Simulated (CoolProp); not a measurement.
Properties of octamethylcyclotetrasiloxane (D4) at several states (Tc = 586.5 K, pc = 13.47 bar, ω = 0.598).

Values from CoolProp's reference Helmholtz-energy equation of state, Thol 2015.

```csv
T (K),p (bar),phase,density (kg/m³),cp (kJ/(kg K)),cv (kJ/(kg K)),fugacity coefficient
377.5,4.63,liquid,859.1,1.824,1.542,0.02335
493.8,24.6,liquid,715.8,2.090,1.816,0.1223
563,28.2,liquid,603.1,2.280,1.963,0.2932
402.9,5.04,liquid,828.0,1.882,1.603,0.05370
452.1,54.1,liquid,785.9,1.976,1.719,0.03223
```
